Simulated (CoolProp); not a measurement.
Vapour-liquid equilibrium of CH2F2 (R32) (1) + R142b (2) at 302 K; x and y are mole fractions of (1).

Computed with CoolProp (multi-fluid Helmholtz-energy mixture model, Tillner-Roth 1997 and Lemmon 2006; pair parameters Bell 2016).

| x | bubble pressure, mixture model (kPa) | bubble pressure, Raoult's law (kPa) | y, mixture model | y, Raoult's law |
|---|---|---|---|---|
| 0.05 | 457.9 | 454.1 | 0.194 | 0.206 |
| 0.15 | … | 603.2 | … | 0.465 |
| 0.25 | … | 752.4 | 0.591 | 0.622 |
| 0.35 | 942.6 | 901.5 | 0.689 | 0.726 |
| 0.45 | 1095 | 1051 | 0.760 | 0.801 |
| 0.55 | 1241 | 1200 | … | 0.858 |
| 0.65 | … | 1349 | 0.859 | 0.902 |
| 0.75 | … | 1498 | 0.899 | 0.937 |
| 0.85 | … | 1647 | 0.938 | 0.965 |
| 0.95 | … | 1796 | 0.978 | 0.989 |

### Question
Complete the blanks.

### Answer

- 0.15, bubble pressure, mixture model (kPa): 619.8
- 0.15, y, mixture model: 0.441
- 0.25, bubble pressure, mixture model (kPa): 783.1
- 0.55, y, mixture model: 0.814
- 0.65, bubble pressure, mixture model (kPa): 1380
- 0.75, bubble pressure, mixture model (kPa): 1517
- 0.85, bubble pressure, mixture model (kPa): 1655
- 0.95, bubble pressure, mixture model (kPa): 1797

The largest gap from Raoult's law is +4.6 % in bubble pressure, at x = 0.35. No azeotrope shows between x = 0.05 and 0.95.

The pair parameters rest on a limited set of measurements; away from them the model extrapolates.
